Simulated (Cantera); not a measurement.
Catalytic combustion on Pt

An isothermal plug-flow reactor at 1150 K and 0.671 atm (inlet), inlet velocity 0.14 m/s, active area per volume 2900 1/m; feed 0.731 % CH4, 13.1 % O2, 86.2 % N2, equivalence ratio 0.11.

Model: Deutschmann's 1995 Pt surface mechanism with GRI-Mech 3.0 gas chemistry, integrated in Cantera. Catalytic surfaces can have several steady states; this one follows from the mechanism file's or the stated starting coverage. Mass transfer to the wall is taken as infinitely fast.

```json
[
 {"z (m)": "0.00014", "x CH4": "0.00284", "x O2": "0.122", "x H2O": "0.00891", "x CO2": "0.00445", "x CO": "3.09e-6", "θ free Pt": "0.376", "θ O*": "0.622", "θ OH*": "0.00108"},
 {"z (m)": "0.00024", "x CH4": "0.00143", "x O2": "0.119", "x H2O": "0.0117", "x CO2": "0.00584", "x CO": "1.57e-6", "θ free Pt": "0.378", "θ O*": "0.621", "θ OH*": "0.00123"},
 {"z (m)": "0.00044", "x CH4": "0.000358", "x O2": "0.117", "x H2O": "0.0138", "x CO2": "0.00691", "x CO": "4.03e-7", "θ free Pt": "0.378", "θ O*": "0.620", "θ OH*": "0.00134"},
 {"z (m)": "0.00077", "x CH4": "3.64e-5", "x O2": "0.116", "x H2O": "0.0145", "x CO2": "0.00723", "x CO": "5.00e-8", "θ free Pt": "0.379", "θ O*": "0.620", "θ OH*": "0.00137"},
 {"z (m)": "0.0014", "x CH4": "4.62e-7", "x O2": "0.116", "x H2O": "0.0146", "x CO2": "0.00727", "x CO": "7.41e-9", "θ free Pt": "0.379", "θ O*": "0.620", "θ OH*": "0.00137"},
 {"z (m)": "0.0024", "x CH4": "6.50e-10", "x O2": "0.116", "x H2O": "0.0146", "x CO2": "0.00728", "x CO": "3.85e-9", "θ free Pt": "0.379", "θ O*": "0.620", "θ OH*": "0.00137"},
 {"z (m)": "0.0044", "x CH4": "1.31e-10", "x O2": "0.116", "x H2O": "0.0146", "x CO2": "0.00728", "x CO": "1.74e-9", "θ free Pt": "0.379", "θ O*": "0.620", "θ OH*": "0.00137"},
 {"z (m)": "0.0077", "x CH4": "5.70e-11", "x O2": "0.116", "x H2O": "0.0146", "x CO2": "0.00729", "x CO": "1.16e-9", "θ free Pt": "0.379", "θ O*": "0.620", "θ OH*": "0.00137"},
 {"z (m)": "0.014", "x CH4": "1.05e-11", "x O2": "0.116", "x H2O": "0.0146", "x CO2": "0.00729", "x CO": "8.56e-10", "θ free Pt": "0.379", "θ O*": "0.620", "θ OH*": "0.00137"}
]
```
x: gas mole fraction; θ: surface coverage.
